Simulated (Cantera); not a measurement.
A perfectly stirred reactor is fed with 13.6 % CH₄, 18.1 % O₂, 68.3 % N₂, equivalence ratio 1.5, at 7500 Torr; it is adiabatic with a 673 K inlet, and is followed from long to short residence time, starting on the burning branch (τ in s: 0.099, 0.032, 0.011, 0.0035, 0.0011, 0.00037, 0.00012, 3.9e-05, 1.3e-05, 4.2e-06).

Cantera simulation using GRI-Mech 3.0 (53 species, 325 reactions); the numbers are that mechanism's predictions, not measurements.

### Question
Predict: blow-out, bracketed by the residence times tried; x(CH₄) at τ = 99.0 ms; x(O₂) at τ = 99.0 ms; x(H₂) at τ = 99.0 ms; x(CO) at τ = 99.0 ms; x(CH₂O) at τ = 99.0 ms; x(CH₄) at τ = 0.370 ms; x(O₂) at τ = 0.370 ms; x(H₂) at τ = 0.370 ms; x(CO) at τ = 0.370 ms; x(CH₂O) at τ = 0.370 ms.

### Answer
```json
{
 "blow_out_bracketed_by_the_residence_times_tried": "burning at 0.120 ms, out at 39.0 µs",
 "x(CH₄) at τ = 99.0 ms": "0.000154",
 "x(O₂) at τ = 99.0 ms": "1.99e-5",
 "x(H₂) at τ = 99.0 ms": "0.0786",
 "x(CO) at τ = 99.0 ms": "0.0879",
 "x(CH₂O) at τ = 99.0 ms": "6.11e-7",
 "x(CH₄) at τ = 0.370 ms": "0.00553",
 "x(O₂) at τ = 0.370 ms": "0.00353",
 "x(H₂) at τ = 0.370 ms": "0.0593",
 "x(CO) at τ = 0.370 ms": "0.0759",
 "x(CH₂O) at τ = 0.370 ms": "5.66e-5"
}
```
